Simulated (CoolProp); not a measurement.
Saturation properties of nitrous oxide (Tc = 36.4 °C, pc = 72.45 bar, ω = 0.161).

Model: reference Helmholtz-energy equation of state, Lemmon 2006, in CoolProp. It is a short technical equation, of lower accuracy than the large ones.

| T (°C) | p (bar) | liquid density (kg/m³) | vapour density (kg/m³) | enthalpy of vaporisation (kJ/kg) | surface tension (mN/m) |
|---|---|---|---|---|---|
| -36.55 | 10.59 | 1062 | 27.42 | 305.6 | 12.4 |
| -33.55 | 11.72 | 1051 | 30.31 | 300.7 | 11.8 |
| -30.55 | 12.94 | 1040 | 33.45 | 295.6 | (withheld) |
| -27.65 | 14.20 | 1029 | (withheld) | 290.6 | 10.6 |
| -24.65 | (withheld) | 1017 | 40.42 | 285.2 | 10.0 |
| -21.65 | 17.10 | 1005 | 44.40 | 279.7 | 9.44 |
| -18.75 | 18.65 | (withheld) | 48.56 | 274.1 | (withheld) |
| -15.75 | 20.35 | 980.2 | 53.22 | 268.2 | 8.30 |
| -12.75 | 22.17 | 967.2 | 58.28 | 262.0 | 7.73 |
| -9.85 | 24.03 | (withheld) | 63.57 | 255.8 | 7.18 |
| -6.85 | 26.08 | 940.4 | (withheld) | 249.1 | 6.62 |
| -3.85 | (withheld) | 926.2 | 75.99 | 242.1 | 6.07 |

Question: Complete the blanks.

Answer: 
- -30.55, surface tension (mN/m): 11.2
- -27.65, vapour density (kg/m³): 36.74
- -24.65, p (bar): 15.60
- -18.75, liquid density (kg/m³): 992.9
- -18.75, surface tension (mN/m): 8.88
- -9.85, liquid density (kg/m³): 954.3
- -6.85, vapour density (kg/m³): 69.52
- -3.85, p (bar): 28.25

It boils at -88.5 °C under 1 atm.

Surface tension comes from a separate correlation (Mulero 2012).
